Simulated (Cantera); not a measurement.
Input: 1 mol CCl4, 0.11 mol Si, 1.1 mol H2, equilibrated at 2823 K and 0.180 bar.

Equilibrium computed with Cantera from the NASA thermochemical tables; the gas is ideal and each condensed phase is pure. Candidate condensed phases: C, C6H6, C7H8, C8H18, Si, SiC; 109 gas species. The tables' values for SiCl, SiCl3, CCl are old estimates; treat these amounts as uncertain. Kinetics and transport are ignored.

Base state: HCl 0.461, Cl 0.458, H 0.0303, SiCl2 0.0240, H2 0.0210, SiCl 0.00108, SiCl3 0.000992, Cl2 0.000788 (mole fractions); condensed: C(graphite).

Problem. What changes in the equilibrium state with this change: Si from 0.11 to 0.3 mol?

Solution. 
| species | before | after |
|---|---|---|
| HCl | 0.461 | 0.461 |
| Cl | 0.458 | 0.399 |
| SiCl2 | 0.0240 | 0.0668 |
| H2 | 0.0210 | 0.0276 |
| H | 0.0303 | 0.0347 |
| SiH | 4.77e-6 | 2.01e-5 |
| Si | 0.000454 | 0.00167 |
| SiC2 | 0.000266 | 0.000979 |
| SiCl | 0.00108 | 0.00347 |
| SiCl3 | 0.000992 | 0.00241 |
| C(graphite), mol | 0.984 | 0.977 |
